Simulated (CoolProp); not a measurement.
A Linde-Hampson liquefier for CF4 (R14): isothermal reversible compression at 320 K from 1 atm to 15 MPa, throttling to 1 atm, return gas leaving the recuperator 5 K below the feed. Each further row changes one setting.

Model: reference Helmholtz-energy equation of state, Platzer 1990, in CoolProp. This equation is an older, rougher fit; its heat capacities, sound speeds and derivatives of the liquid may be far off and weren't checked against measurements.

| case | liquid yield per pass | compression work (kJ/kg of gas) |
|---|---|---|
| as stated | 0.185 | 141 |
| high pressure 30 MPa | [?] | 159 |
| warm-end temperature 350 K | [?] | [?] |
| warm-end gap 10 K | 0.172 | 141 |

Complete the blanks.


- high pressure 30 MPa, liquid yield per pass: 0.238
- warm-end temperature 350 K, liquid yield per pass: 0.133
- warm-end temperature 350 K, compression work (kJ/kg of gas): 158
